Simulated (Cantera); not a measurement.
A freely propagating, adiabatic, planar premixed flame of CO : H₂ : O₂ : N₂ = 1 : 0.59 : 1.06 : 4.13 (molar parts), unburnt at 475 K and 4.93 atm; unity-Lewis-number transport, grid criteria slope 0.08 and curve 0.16, no radiation.

Cantera simulation using GRI-Mech 3.0 (53 species, 325 reactions); the numbers are that mechanism's predictions, not measurements. The hydrogen kinetics of GRI-Mech 3.0 are dated; newer H2 mechanisms differ, most at raised pressure. Unity Lewis numbers drop preferential diffusion, which matters most where H2 and H carry the flame. Burning velocities carry a grid error of a few per cent, more on coarse grids.

x: mole fraction of selected species; z is measured from the peak of heat release.

```
z (mm)   T (K)  u (m/s)     x CO      x H₂    x O₂     x H₂O     x NO      x OH
-------  -----  -------  -------  --------  ------  --------  -------  --------
-0.265     475    0.880    0.147    0.0870   0.156   3.67e-6    <1e-8     <1e-8
-0.177     476    0.882    0.147    0.0870   0.156   5.84e-5    <1e-8     <1e-8
-0.133     478    0.886    0.147    0.0868   0.156  0.000227    <1e-8     <1e-8
-0.0884    495    0.916    0.147    0.0857   0.155   0.00137  3.19e-8     <1e-8
-0.0442      ?     1.20    0.140    0.0754   0.147    0.0125  4.79e-7   6.86e-7
-0.0221      ?     1.73    0.127    0.0539   0.130    0.0353  2.17e-6  0.000141
0            ?     2.42    0.102    0.0195   0.101    0.0700  5.67e-6   0.00206
0.0221       ?     2.85   0.0753   0.00518  0.0796    0.0845  1.04e-5   0.00459
0.0442       ?     3.08   0.0558   0.00351  0.0690    0.0868  1.49e-5   0.00591
0.0884    1980     3.32   0.0351   0.00300  0.0590    0.0886  2.21e-5   0.00675
0.177     2115     3.51   0.0203   0.00198  0.0522    0.0915  3.19e-5   0.00613
0.354     2202     3.63   0.0111   0.00108  0.0483    0.0941  4.46e-5   0.00478
0.707     2250     3.70  0.00586  0.000583  0.0461    0.0957  6.06e-5   0.00363
```

Question: Fill in the missing entries.

Answer: 
- -0.0442, T (K): 655
- -0.0221, T (K): 959
- 0, T (K): 1385
- 0.0221, T (K): 1660
- 0.0442, T (K): 1815
